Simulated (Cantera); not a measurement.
**SiCl4 + N2 + H2 (silicon nitride deposition)**

A closed system holds: 1 mol SiCl4, 5.7 mol N2, 23 mol H2, at 5.50 Pa.

Equilibrium computed with Cantera from the NASA thermochemical tables; the gas is ideal and each condensed phase is pure. Candidate condensed phases: NH4Cl, Si, Si3N4; 28 gas species. N2 is the only nitrogen source here; it is nearly inert below about 1500 K, so the nitride shown seldom forms there in practice. The tables' values for SiCl3, SiCl are old estimates; treat these amounts as uncertain. Rates play no part.

From 873 K to 1373 K the condensed part is Si3N4(s). At 1473 K the condensed part is Si(s). The main Si-bearing gas is SiCl4 at 873 K and SiCl2 at 1473 K.

```csv
T (K),x H2,x N2,x HCl,x SiCl2,x H,x Cl,x Si,x SiCl3,n Si3N4(s),n Si(s)
873,0.699,0.168,0.133,6.02e-8,5.27e-9,9.94e-10,<1e-12,2.11e-7,0.333,0
973,0.699,0.168,0.133,2.60e-6,1.22e-7,2.19e-8,<1e-12,1.56e-6,0.333,0
1073,0.699,0.168,0.133,5.51e-5,1.58e-6,2.72e-7,<1e-12,7.95e-6,0.333,0
1173,0.700,0.168,0.132,0.000674,1.33e-5,2.19e-6,1.08e-10,2.97e-5,0.326,0
1273,0.702,0.170,0.123,0.00484,8.06e-5,1.20e-5,2.86e-8,7.41e-5,0.284,0
1373,0.708,0.177,0.0964,0.0175,0.000378,4.26e-5,3.27e-6,9.05e-5,0.155,0
1473,0.709,0.186,0.0771,0.0264,0.00144,0.000127,9.95e-5,5.32e-5,0,0.183
```
x: gas mole fraction; n: condensed amount in mol.
